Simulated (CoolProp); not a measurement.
Carbonyl sulfide along the isotherm 428.4 K: fugacity coefficient from the reference equation and from simpler models built on Tc = 378.8 K, pc = 6.369 MPa, ω = 0.098; each cubic takes its own stable root.

Values from CoolProp's reference Helmholtz-energy equation of state, Lemmon 2006. It is a short technical equation, of lower accuracy than the large ones.

| p (MPa) | phase | reference |
|---|---|---|
| 0.354 | gas | 0.9874 |
| 0.708 | gas | 0.9748 |
| 1.06 | gas | 0.9624 |
| 1.42 | gas | 0.9497 |
| 1.77 | gas | 0.9375 |
| 2.12 | gas | 0.9253 |
| 2.48 | gas | 0.9128 |
| 2.83 | gas | 0.9008 |
| 3.18 | gas | 0.8887 |

**Question.** How far does each simpler model (van der Waals, Soave-Redlich-Kwong, Peng-Robinson) lie from the reference over these 9 states: mean and median of the absolute difference, and the worst?

**Answer.** 
- van der Waals: mean 0.2 %, median 0.2 %, worst +0.3 % at 428.4 K and 3.18 MPa
- Soave-Redlich-Kwong: mean 0.1 %, median 0.1 %, worst -0.1 % at 428.4 K and 2.83 MPa
- Peng-Robinson: mean 1.0 %, median 1.0 %, worst -1.7 % at 428.4 K and 3.18 MPa
